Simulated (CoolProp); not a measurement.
R11 at 434.22 K and 1.63 MPa is throttled through a valve to 0.586 MPa with no heat exchange. Each further row changes one setting.

Model: reference Helmholtz-energy equation of state, Jacobsen 1992, in CoolProp.

```csv
case,temperature change (K),final density (kg/m³)
as stated,-16.8,24.9
outlet pressure 0.176 MPa,-23.0,7.22
outlet pressure 0.762 MPa,-14.1,33.0
```
